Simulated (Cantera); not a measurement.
Charge: 1 mol TEOS, 0.31 mol CO2, at 1.50 mbar.

Equilibrium computed with Cantera from the NASA thermochemical tables; the gas is ideal and each condensed phase is pure. Candidate condensed phases: C, C6H6, C7H8, C8H18, H2O, Si, SiC, SiO2; 123 gas species. The feed counts by its element totals alone. Equilibrium is a limit: real reactors are often held back by kinetics, nucleation or transport.

log p: log10 of the partial pressure in bar; n: condensed amount in mol.

```json
[
 {"T (K)": "798", "log p H2": "-2.92", "log p CO": "-3.54", "log p CO2": "-5.05", "log p H2O": "-5.07", "log p CH4": "-5.71", "log p H": "…", "log p SiO": "<-14", "n C(graphite)": "5.82", "n SiO2(α-quartz)": "1.00", "n SiO2(β-quartz)": "0"},
 {"T (K)": "823", "log p H2": "-2.92", "log p CO": "-3.52", "log p CO2": "-5.36", "log p H2O": "-5.33", "log p CH4": "-5.88", "log p H": "…", "log p SiO": "<-14", "n C(graphite)": "5.75", "n SiO2(α-quartz)": "1.00", "n SiO2(β-quartz)": "0"},
 {"T (K)": "848", "log p H2": "-2.92", "log p CO": "-3.51", "log p CO2": "-5.67", "log p H2O": "-5.57", "log p CH4": "-6.04", "log p H": "…", "log p SiO": "<-14", "n C(graphite)": "5.72", "n SiO2(α-quartz)": "0", "n SiO2(β-quartz)": "1.00"},
 {"T (K)": "873", "log p H2": "-2.93", "log p CO": "-3.51", "log p CO2": "-5.97", "log p H2O": "-5.81", "log p CH4": "-6.20", "log p H": "…", "log p SiO": "<-14", "n C(graphite)": "5.71", "n SiO2(α-quartz)": "0", "n SiO2(β-quartz)": "1.00"},
 {"T (K)": "898", "log p H2": "-2.93", "log p CO": "-3.51", "log p CO2": "-6.25", "log p H2O": "-6.03", "log p CH4": "-6.34", "log p H": "…", "log p SiO": "<-14", "n C(graphite)": "5.70", "n SiO2(α-quartz)": "0", "n SiO2(β-quartz)": "1.00"},
 {"T (K)": "923", "log p H2": "-2.93", "log p CO": "-3.51", "log p CO2": "-6.52", "log p H2O": "-6.24", "log p CH4": "-6.48", "log p H": "…", "log p SiO": "<-14", "n C(graphite)": "5.69", "n SiO2(α-quartz)": "0", "n SiO2(β-quartz)": "1.00"},
 {"T (K)": "948", "log p H2": "-2.93", "log p CO": "-3.51", "log p CO2": "-6.77", "log p H2O": "-6.45", "log p CH4": "-6.62", "log p H": "…", "log p SiO": "<-14", "n C(graphite)": "5.69", "n SiO2(α-quartz)": "0", "n SiO2(β-quartz)": "1.00"},
 {"T (K)": "973", "log p H2": "-2.93", "log p CO": "-3.51", "log p CO2": "-7.01", "log p H2O": "-6.64", "log p CH4": "-6.74", "log p H": "…", "log p SiO": "<-14", "n C(graphite)": "5.69", "n SiO2(α-quartz)": "0", "n SiO2(β-quartz)": "1.00"},
 {"T (K)": "998", "log p H2": "-2.93", "log p CO": "-3.51", "log p CO2": "-7.24", "log p H2O": "-6.82", "log p CH4": "-6.86", "log p H": "…", "log p SiO": "-14.46", "n C(graphite)": "5.69", "n SiO2(α-quartz)": "0", "n SiO2(β-quartz)": "1.00"},
 {"T (K)": "1023", "log p H2": "-2.93", "log p CO": "-3.51", "log p CO2": "-7.46", "log p H2O": "-6.99", "log p CH4": "-6.97", "log p H": "…", "log p SiO": "-13.58", "n C(graphite)": "5.69", "n SiO2(α-quartz)": "0", "n SiO2(β-quartz)": "1.00"},
 {"T (K)": "1048", "log p H2": "-2.93", "log p CO": "-3.51", "log p CO2": "-7.67", "log p H2O": "-7.16", "log p CH4": "-7.08", "log p H": "…", "log p SiO": "-12.74", "n C(graphite)": "5.69", "n SiO2(α-quartz)": "0", "n SiO2(β-quartz)": "1.00"},
 {"T (K)": "1073", "log p H2": "-2.92", "log p CO": "-3.51", "log p CO2": "-7.86", "log p H2O": "-7.32", "log p CH4": "-7.19", "log p H": "…", "log p SiO": "-11.94", "n C(graphite)": "5.69", "n SiO2(α-quartz)": "0", "n SiO2(β-quartz)": "1.00"},
 {"T (K)": "1098", "log p H2": "-2.92", "log p CO": "-3.51", "log p CO2": "-8.05", "log p H2O": "-7.47", "log p CH4": "-7.29", "log p H": "…", "log p SiO": "-11.18", "n C(graphite)": "5.69", "n SiO2(α-quartz)": "0", "n SiO2(β-quartz)": "1.00"},
 {"T (K)": "1123", "log p H2": "-2.92", "log p CO": "-3.51", "log p CO2": "-8.23", "log p H2O": "-7.61", "log p CH4": "-7.38", "log p H": "…", "log p SiO": "-10.46", "n C(graphite)": "5.69", "n SiO2(α-quartz)": "0", "n SiO2(β-quartz)": "1.00"}
]
```

Task: Complete the blanks.

Result: 
- 798, log p H: -13.04
- 823, log p H: -12.60
- 848, log p H: -12.18
- 873, log p H: -11.79
- 898, log p H: -11.42
- 923, log p H: -11.07
- 948, log p H: -10.74
- 973, log p H: -10.43
- 998, log p H: -10.13
- 1023, log p H: -9.85
- 1048, log p H: -9.57
- 1073, log p H: -9.32
- 1098, log p H: -9.07
- 1123, log p H: -8.83
